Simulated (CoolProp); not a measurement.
A simple Rankine cycle with n-pentane: condensing at 330.15 K, boiler at 2.85 MPa, turbine inlet 498.8 K, turbine efficiency 0.9, pump efficiency 0.7, no recuperator. Each further row changes one setting.

Values from CoolProp's reference Helmholtz-energy equation of state, Thol 2019.

| case | thermal efficiency (%) | net work (kJ/kg) | heat in (kJ/kg) | turbine exit temperature (K) | volume ratio over the turbine |
|---|---|---|---|---|---|
| as stated | 16.3 | 106 | 648 | 428.1 | 16.9 |
| turbine inlet 518.8 K | 16.1 | 114 | 708 | (withheld) | 16.1 |
| condensing temperature 322.15 K | 17.4 | 116 | (withheld) | 423.0 | 21.4 |
| boiler pressure 1.99 MPa | 14.6 | 98.3 | (withheld) | 442.1 | 10.7 |
| turbine efficiency 0.8 | 14.4 | 93.3 | 648 | 433.6 | (withheld) |

Task: Complete the blanks.

Result: 
- turbine inlet 518.8 K, turbine exit temperature (K): 450.5
- condensing temperature 322.15 K, heat in (kJ/kg): 668
- boiler pressure 1.99 MPa, heat in (kJ/kg): 673
- turbine efficiency 0.8, volume ratio over the turbine: 17.2
